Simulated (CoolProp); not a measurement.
The numbers come from the reference Helmholtz-energy equation of state, Setzmann 1991 in CoolProp.

Question: Give the vapour pressure (kPa), liquid density (kg/m³), vapour density (kg/m³), surface tension (mN/m) of saturated methane at 156.2 K.

Answer: 
```csv
T (K),p (kPa),liquid density (kg/m³),vapour density (kg/m³),surface tension (mN/m)
156.2,1360,345,21.5,4.73
```

Surface tension comes from a separate correlation (Mulero 2012).
